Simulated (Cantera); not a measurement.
A perfectly stirred reactor is fed with 9.09 % H₂, 6.06 % O₂, 84.8 % N₂, equivalence ratio 0.75, at 13300 Pa; it is held at 998 K, and followed from long to short residence time.

Detailed kinetics in Cantera: the H2/O2 subset of GRI-Mech 3.0, which has no nitrogen chemistry. Radical loss at walls, strong at low pressure, is not modelled. The temperature is held fixed by assumption; the heat of reaction is taken as removed at once.

Predict: x(H₂) at τ = 27.0 s; x(O₂) at τ = 27.0 s; x(H₂O₂) at τ = 27.0 s; x(OH) at τ = 27.0 s; x(H₂O) at τ = 27.0 s; x(H₂) at τ = 0.250 s; x(O₂) at τ = 0.250 s; x(H₂O₂) at τ = 0.250 s; x(OH) at τ = 0.250 s; x(H₂O) at τ = 0.250 s.


```
Quantity                   Value
----------------------  --------
x(H₂) at τ = 27.0 s      9.12e-5
x(O₂) at τ = 27.0 s       0.0159
x(H₂O₂) at τ = 27.0 s    1.79e-7
x(OH) at τ = 27.0 s      2.82e-5
x(H₂O) at τ = 27.0 s      0.0951
x(H₂) at τ = 0.250 s     0.00170
x(O₂) at τ = 0.250 s      0.0167
x(H₂O₂) at τ = 0.250 s   2.91e-7
x(OH) at τ = 0.250 s    0.000151
x(H₂O) at τ = 0.250 s     0.0931
```
